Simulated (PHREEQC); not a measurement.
Hard or scaling water: an equilibrium model

Solution (25 °C): 170 mmol/kgw CaCl2, 0.098 mmol/kgw NaHCO3 and 43 mmol/kgw MgSO4. Closed to the air; pH follows from the charge balance.

The numbers come from PHREEQC with the ion-association model, wateq4f.dat.

This is a speciation only: nothing precipitates in the calculation.

**Question.** What pH, ionic strength, activity of water does the model give?

**Answer.** pH 7.29; ionic strength 0.573 mol/kgw; activity of water 0.990.

**Question.** In which forms is S present?

**Answer.** CaSO4 48 %, SO4-2 37 %, MgSO4 15 % of the S.

Examples of supersaturated solids here: Gypsum. Others may be too. Species that the database lacks are ignored.
